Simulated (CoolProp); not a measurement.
Vapour-liquid equilibrium of isobutane (1) + isobutene (2) at 0.0736 MPa; x and y are mole fractions of (1).

The numbers come from the multi-fluid Helmholtz-energy mixture model, Bücker 2006 and Lemmon 2005; pair parameters Bell 2016 in CoolProp.

| x | bubble temperature (°C) | y at the bubble point | dew temperature at overall composition x (°C) | liquid density (mol/L) |
|---|---|---|---|---|
| 0.05 | -15.3 | 0.064 | -15.2 | 11.27 |
| 0.15 | -15.9 | 0.183 | -15.7 | 11.17 |
| 0.25 | -16.5 | 0.295 | -16.3 | 11.07 |
| 0.35 | -17.1 | 0.399 | -16.8 | 10.97 |
| 0.45 | -17.6 | 0.499 | -17.3 | 10.88 |
| 0.55 | -18.0 | 0.595 | -17.8 | 10.78 |
| 0.65 | -18.4 | 0.688 | -18.3 | 10.69 |
| 0.75 | -18.8 | 0.778 | -18.7 | 10.59 |
| 0.85 | -19.2 | 0.868 | -19.1 | 10.50 |
| 0.95 | -19.5 | 0.956 | -19.5 | 10.41 |

No azeotrope shows between x = 0.05 and 0.95.

The pair parameters rest on a limited set of measurements; away from them the model extrapolates.
